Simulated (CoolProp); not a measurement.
A closed Brayton cycle with carbon dioxide: compressor inlet 306.15 K and 7.9 MPa, high pressure 23 MPa, turbine inlet 840 K, compressor efficiency 0.85, turbine efficiency 0.93, recuperator effectiveness 0.95 (on enthalpy, no pinch check). Each further row changes one setting.

Model: reference Helmholtz-energy equation of state, Span 1996, in CoolProp.

```
case                           thermal efficiency (%)  net work (kJ/kg)  compressor to turbine work  compressor exit (K)  turbine exit (K)
-----------------------------  ----------------------  ----------------  --------------------------  -------------------  ----------------
as stated                                        39.4               120                        0.18                341.0             707.6
turbine inlet 790 K                              37.7               110                        0.19                341.0             662.4
compressor inlet 316.15 K                         ___              96.6                        0.34                400.0             707.6
high pressure 19.6 MPa                            ___               ___                        0.16                335.2               ___
recuperator effectiveness 0.5                    24.0               120                        0.18                341.0             707.6
```

Question: Some entries are withheld; supply them.

Answer: 
- compressor inlet 316.15 K, thermal efficiency (%): 38.6
- high pressure 19.6 MPa, thermal efficiency (%): 37.4
- high pressure 19.6 MPa, net work (kJ/kg): 105
- high pressure 19.6 MPa, turbine exit (K): 726.8
